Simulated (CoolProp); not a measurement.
n-decane along the isotherm 226.55 °C: fugacity coefficient from the reference equation and from simpler models built on Tc = 344.5 °C, pc = 2.101 MPa, ω = 0.488; each cubic takes its own stable root.

Computed with CoolProp (reference Helmholtz-energy equation of state, Lemmon 2006). It is a short technical equation, of lower accuracy than the large ones.

```json
[
 {"p (MPa)": "2.33", "phase": "liquid", "reference": "0.1385", "van der Waals": "0.3440", "Redlich-Kwong": "0.2315", "Soave-Redlich-Kwong": "0.1463", "Peng-Robinson": "0.1416"},
 {"p (MPa)": "4.67", "phase": "liquid", "reference": "0.07967", "van der Waals": "0.2200", "Redlich-Kwong": "0.1382", "Soave-Redlich-Kwong": "0.08639", "Peng-Robinson": "0.08200"},
 {"p (MPa)": "7", "phase": "liquid", "reference": "0.06112", "van der Waals": "0.1860", "Redlich-Kwong": "0.1096", "Soave-Redlich-Kwong": "0.06790", "Peng-Robinson": "0.06327"},
 {"p (MPa)": "9.34", "phase": "liquid", "reference": "0.05263", "van der Waals": "0.1757", "Redlich-Kwong": "0.09730", "Soave-Redlich-Kwong": "0.05981", "Peng-Robinson": "0.05475"},
 {"p (MPa)": "11.7", "phase": "liquid", "reference": "0.04825", "van der Waals": "0.1762", "Redlich-Kwong": "0.09178", "Soave-Redlich-Kwong": "0.05605", "Peng-Robinson": "0.05041"},
 {"p (MPa)": "14", "phase": "liquid", "reference": "0.04609", "van der Waals": "0.1831", "Redlich-Kwong": "0.08998", "Soave-Redlich-Kwong": "0.05465", "Peng-Robinson": "0.04834"},
 {"p (MPa)": "16.3", "phase": "liquid", "reference": "0.04520", "van der Waals": "0.1950", "Redlich-Kwong": "0.09044", "Soave-Redlich-Kwong": "0.05466", "Peng-Robinson": "0.04756"},
 {"p (MPa)": "18.7", "phase": "liquid", "reference": "0.04520", "van der Waals": "0.2120", "Redlich-Kwong": "0.09268", "Soave-Redlich-Kwong": "0.05576", "Peng-Robinson": "0.04771"},
 {"p (MPa)": "21", "phase": "liquid", "reference": "0.04587", "van der Waals": "0.2328", "Redlich-Kwong": "0.09619", "Soave-Redlich-Kwong": "0.05765", "Peng-Robinson": "0.04855"}
]
```
